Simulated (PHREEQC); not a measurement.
Copper plating or etch bath

A solution holds 0.0026 mol/kgw CuSO4 and 0.008 mol/kgw HNO3, at 25 °C. Closed to the air; pH follows from the charge balance.

All values are PHREEQC results (ion-association model, wateq4f.dat), not measurements.

No solid was allowed to form.

**Question.** What pH, ionic strength does the model give?

**Answer.** pH 2.18; ionic strength 0.0158 mol/kgw.

**Question.** In which forms is S present?

**Answer.** SO4-2 62 %, HSO4- 27 %, CuSO4 11 % of the S.
